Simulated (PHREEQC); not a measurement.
NaOH is added in steps, without added water, to 1 kg of water holding 0.015 mol NiSO4 and 0.00014 mol H3BO3, at 25 °C. Oxygen alone is held at its pressure in air (log pO2 = -0.68). No CO2 enters from the air. No solid was allowed to form.

Base run: PHREEQC, ion-association model, wateq4f.dat. Each further column changes one thing. The table gives Ni+2 (mol/kgw).

```json
[
 {"NaOH added (mol)": "0", "base": "0.0102", "0.0012 mol/kgw HCl added": "0.0104", "H3BO3 replaced by HBF4 at the same molality": "0.0103", "0.0018 mol/kgw CdBr2 added": "[?]", "solids may form": "0.0102"},
 {"NaOH added (mol)": "0.006", "base": "0.00757", "0.0012 mol/kgw HCl added": "0.00808", "H3BO3 replaced by HBF4 at the same molality": "0.00778", "0.0018 mol/kgw CdBr2 added": "0.00780", "solids may form": "0.00803"},
 {"NaOH added (mol)": "0.012", "base": "0.00541", "0.0012 mol/kgw HCl added": "0.00585", "H3BO3 replaced by HBF4 at the same molality": "0.00560", "0.0018 mol/kgw CdBr2 added": "0.00562", "solids may form": "0.00590"},
 {"NaOH added (mol)": "0.015", "base": "0.00443", "0.0012 mol/kgw HCl added": "0.00484", "H3BO3 replaced by HBF4 at the same molality": "0.00461", "0.0018 mol/kgw CdBr2 added": "0.00463", "solids may form": "0.00487"},
 {"NaOH added (mol)": "0.021", "base": "0.00266", "0.0012 mol/kgw HCl added": "0.00301", "H3BO3 replaced by HBF4 at the same molality": "0.00281", "0.0018 mol/kgw CdBr2 added": "0.00284", "solids may form": "0.00286"},
 {"NaOH added (mol)": "0.027", "base": "0.00118", "0.0012 mol/kgw HCl added": "0.00145", "H3BO3 replaced by HBF4 at the same molality": "0.00130", "0.0018 mol/kgw CdBr2 added": "0.00137", "solids may form": "[?]"},
 {"NaOH added (mol)": "0.033", "base": "0.000241", "0.0012 mol/kgw HCl added": "0.000367", "H3BO3 replaced by HBF4 at the same molality": "0.000295", "0.0018 mol/kgw CdBr2 added": "0.000397", "solids may form": "2.48e-12"},
 {"NaOH added (mol)": "0.039", "base": "1.83e-5", "0.0012 mol/kgw HCl added": "[?]", "H3BO3 replaced by HBF4 at the same molality": "2.39e-5", "0.0018 mol/kgw CdBr2 added": "5.89e-5", "solids may form": "2.73e-13"},
 {"NaOH added (mol)": "0.045", "base": "1.11e-6", "0.0012 mol/kgw HCl added": "[?]", "H3BO3 replaced by HBF4 at the same molality": "1.43e-6", "0.0018 mol/kgw CdBr2 added": "5.19e-6", "solids may form": "[?]"},
 {"NaOH added (mol)": "0.048", "base": "3.18e-7", "0.0012 mol/kgw HCl added": "5.15e-7", "H3BO3 replaced by HBF4 at the same molality": "3.96e-7", "0.0018 mol/kgw CdBr2 added": "1.39e-6", "solids may form": "7.20e-14"},
 {"NaOH added (mol)": "0.054", "base": "4.97e-8", "0.0012 mol/kgw HCl added": "6.83e-8", "H3BO3 replaced by HBF4 at the same molality": "5.74e-8", "0.0018 mol/kgw CdBr2 added": "1.43e-7", "solids may form": "4.21e-14"},
 {"NaOH added (mol)": "0.06", "base": "1.45e-8", "0.0012 mol/kgw HCl added": "1.81e-8", "H3BO3 replaced by HBF4 at the same molality": "1.61e-8", "0.0018 mol/kgw CdBr2 added": "3.06e-8", "solids may form": "2.80e-14"}
]
```

Some entries are withheld; supply them.


- 0, 0.0018 mol/kgw CdBr2 added: 0.0105
- 0.027, solids may form: 0.000936
- 0.039, 0.0012 mol/kgw HCl added: 3.22e-5
- 0.045, 0.0012 mol/kgw HCl added: 1.93e-6
- 0.045, solids may form: 1.02e-13

In at least one series the solution becomes supersaturated in solids that the run did not let form, among them Ni(OH)2, Ni4(OH)6SO4. Real BF4- forms and hydrolyses slowly; the run takes it at equilibrium. The database's Ni(OH)2 is the aged solid; a fresh precipitate is more soluble. Solids allowed in the column 'solids may form': Ni(OH)2, Ni4(OH)6SO4, Mirabilite, Morenosite.
